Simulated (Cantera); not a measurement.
## PbO + CH₄ + N₂ (carbothermic reduction)

A closed system holds: 1 mol PbO, 0.61 mol CH₄, 20 mol N₂, held at 0.113 Torr.

These are equilibrium values from Cantera (NASA tables, ideal gas, pure condensed phases), not measurements of a reactor. Candidate condensed phases: C, C₆H₆, C₇H₈, C₈H₁₈, H₂O, Pb, PbO, PbO₂, Pb₃O₄; 139 gas species. Equilibrium is a limit: real reactors are often held back by kinetics, nucleation or transport.

```
T (°C)   x N₂       x H    x Pb     x H₂    x CO     x H₂O       x O
------  -----  --------  ------  -------  ------  --------  --------
1100    0.876   5.44e-5  0.0438   0.0401  0.0230    0.0134  4.06e-10
1200    0.876  0.000205  0.0438   0.0396  0.0234    0.0138   8.49e-9
1300    0.876  0.000656  0.0438   0.0390  0.0237    0.0141   1.21e-7
1400    0.875   0.00182  0.0437   0.0382  0.0240    0.0143   1.26e-6
1500    0.874   0.00445  0.0437   0.0367  0.0241    0.0143   1.02e-5
1600    0.872   0.00973  0.0435   0.0341  0.0242    0.0141   6.74e-5
1700    0.867    0.0191  0.0433   0.0299  0.0241    0.0130  0.000370
1800    0.859    0.0336  0.0428   0.0244  0.0241    0.0104   0.00160
1900    0.846    0.0530  0.0422   0.0181  0.0243   0.00587   0.00473
2000    0.834    0.0730  0.0416   0.0113  0.0246   0.00204   0.00905
2100    0.825    0.0870  0.0412  0.00582  0.0248  0.000463    0.0124
2200    0.821    0.0941  0.0411  0.00267  0.0249   8.59e-5    0.0141
```
x: gas mole fraction; nothing condenses.

From 1100 °C to 2200 °C nothing is condensed. The main Pb-bearing gas is Pb throughout.
